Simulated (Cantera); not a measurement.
Cantera run, input and output.

```python
import numpy as np
import cantera as ct

gas = ct.Solution("gri30.yaml")
gas.TPX = 1025, 13332, {'H2': 0.98, 'O2': 1, 'N2': 0.52}
reactor = ct.IdealGasConstPressureReactor(gas, energy="off", clone=False)
net = ct.ReactorNet([reactor])
net.rtol, net.atol = 1e-08, 1e-18
show = ['H2', 'O2', 'OH', 'N2O', 'H', 'H2O']
times = np.geomspace(3e-05, 2, 12)

steps = ct.SolutionArray(gas, extra=["t"])
rows = []
print(f"{'t/s':>10s}{'T/K':>9s}{'P/Pa':>11s}" + "".join(f"{s:>11s}" for s in show))
for t in times:
    while net.time < t:
        t_next = net.step()
        steps.append(gas.state, t=t_next)
    rows.append([np.interp(t, steps.t, y) for y in (steps.T, steps.P, *steps(*show).X.T)])
    print(f"{t:10.3e}{rows[-1][0]:9.1f}{rows[-1][1]:11.4g}" + "".join(f"{x:11.3e}" for x in rows[-1][2:]))
rate = np.gradient(steps.T, steps.t)
print("integrator steps:", len(steps.t))
if steps.T.max() > steps.T[0] + 200:
    print(f"time of steepest temperature rise: {steps.t[rate.argmax()]:.4e} s")
gas.TPX = 1025, 13332, {'H2': 0.98, 'O2': 1, 'N2': 0.52}
gas.equilibrate("TP")
print(f"equilibrium (TP): T = {gas.T:.1f} K  " + "  ".join(f"{s} {gas[s].X[0]:.3e}" for s in show))
```

It prints:

```
       t/s      T/K       P/Pa         H2         O2         OH        N2O          H        H2O
 3.000e-05   1025.0  1.333e+04  3.920e-01  4.000e-01  9.990e-11  2.605e-18  1.492e-09  9.508e-10
 8.235e-05   1025.0  1.333e+04  3.920e-01  4.000e-01  1.591e-09  7.275e-17  2.247e-08  2.654e-08
 2.260e-04   1025.0  1.333e+04  3.920e-01  4.000e-01  1.466e-06  7.226e-14  2.049e-05  2.670e-05
 6.205e-04   1025.0  1.333e+04  2.820e-02  2.607e-01  4.259e-03  3.536e-09  1.407e-02  4.365e-01
 1.703e-03   1025.0  1.333e+04  3.879e-03  2.549e-01  3.296e-04  5.666e-09  8.484e-05  4.824e-01
 4.675e-03   1025.0  1.333e+04  1.270e-03  2.541e-01  1.157e-04  6.299e-09  8.791e-06  4.859e-01
 1.283e-02   1025.0  1.333e+04  3.565e-04  2.538e-01  5.401e-05  6.657e-09  1.108e-06  4.871e-01
 3.523e-02   1025.0  1.333e+04  6.284e-05  2.537e-01  2.851e-05  6.839e-09  1.031e-07  4.875e-01
 9.670e-02   1025.0  1.333e+04  5.107e-06  2.537e-01  1.504e-05  6.919e-09  5.181e-09  4.875e-01
 2.654e-01   1025.0  1.333e+04  1.764e-07  2.537e-01  7.907e-06  6.960e-09  2.542e-10  4.876e-01
 7.286e-01   1025.0  1.333e+04  1.315e-08  2.537e-01  4.420e-06  6.984e-09  3.552e-11  4.876e-01
 2.000e+00   1025.0  1.333e+04  3.971e-09  2.537e-01  2.584e-06  6.988e-09  7.136e-12  4.876e-01
integrator steps: 1650
equilibrium (TP): T = 1025.0 K  H2 4.826e-10  O2 2.537e-01  OH 7.117e-07  N2O 4.346e-10  H 2.639e-13  H2O 4.876e-01
```

Model: GRI-Mech 3.0 (53 species, 325 reactions), integrated in Cantera. Radical loss at walls, strong at low pressure, is not modelled. The temperature is held fixed by assumption; the heat of reaction is taken as removed at once.
